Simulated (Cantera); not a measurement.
What does this Cantera script print?

```python
import numpy as np
import cantera as ct

surf = ct.Interface("ptcombust.yaml", "Pt_surf")
gas = surf.adjacent["gas"]
gas.TPX = 1175, 180000, {'CH4': 0.0025, 'O2': 0.062, 'N2': 0.79, 'H2O': 0.023}
surf.TP = 1175, 180000
reactor = ct.FlowReactor(gas, clone=False)
reactor.area = 0.0001  # m2
reactor.surface_area_to_volume_ratio = 4700  # 1/m
reactor.mass_flow_rate = 1.9 * reactor.area * gas.density  # inlet velocity 1.9 m/s
reactor.energy_enabled = False
wall = ct.ReactorSurface(surf, reactor, clone=False)
net = ct.ReactorNet([reactor])
net.rtol, net.atol = 1e-8, 1e-16
show, cover = ['CH4', 'O2', 'H2O', 'CO2', 'CO'], ['PT(S)', 'H(S)', 'O(S)', 'OH(S)', 'CO(S)', 'C(S)']

rows = []
print(f"{'z/m':>9s}{'u/(m/s)':>9s}" + "".join(f"{s:>13s}" for s in show + cover))
for z in [0.00021, 0.00044, 0.00095, 0.0021, 0.0044, 0.0095, 0.021]:
    net.advance(z)
    rows.append([reactor.speed, *gas[show].X, *surf[cover].coverages])
    print(f"{z:9.4g}{rows[-1][0]:9.3g}" + "".join(f"{x:13.4e}" for x in rows[-1][1:]))
```

It prints:

```
      z/m  u/(m/s)          CH4           O2          H2O          CO2           CO        PT(S)         H(S)         O(S)        OH(S)        CO(S)         C(S)
  0.00021      1.9   2.3940e-03   6.9762e-02   2.7107e-02   4.4328e-04   2.7347e-06   3.7549e-01   3.7856e-06   6.2165e-01   2.8425e-03   4.0122e-06   5.3299e-08
  0.00044      1.9   1.9771e-03   6.8941e-02   2.7929e-02   8.5258e-04   2.2683e-06   3.7607e-01   3.8521e-06   6.2103e-01   2.8854e-03   3.3300e-06   4.4216e-08
  0.00095      1.9   1.2906e-03   6.7588e-02   2.9284e-02   1.5269e-03   1.4930e-06   3.7703e-01   3.9611e-06   6.2000e-01   2.9548e-03   2.1924e-06   2.9082e-08
   0.0021      1.9   4.9001e-04   6.6006e-02   3.0868e-02   2.3149e-03   5.8131e-07   3.7817e-01   4.0873e-06   6.1878e-01   3.0340e-03   8.4303e-07   1.1141e-08
   0.0044      1.9   7.0076e-05   6.5166e-02   3.1707e-02   2.7329e-03   9.8563e-08   3.7879e-01   4.1539e-06   6.1812e-01   3.0753e-03   1.2496e-07   1.6009e-09
   0.0095      1.9   9.3259e-07   6.5016e-02   3.1857e-02   2.8094e-03   1.0904e-08   3.7891e-01   4.1658e-06   6.1800e-01   3.0826e-03   4.0541e-09   2.1325e-11
    0.021      1.9   5.2639e-10   6.5002e-02   3.1873e-02   2.8185e-03   3.9119e-09   3.7892e-01   4.1672e-06   6.1798e-01   3.0834e-03   9.7542e-10   1.2038e-14
```

Detailed kinetics in Cantera: Deutschmann's 1995 Pt surface mechanism with GRI-Mech 3.0 gas chemistry. Catalytic surfaces can have several steady states; this one follows from the mechanism file's or the stated starting coverage. Mass transfer to the wall is taken as infinitely fast.
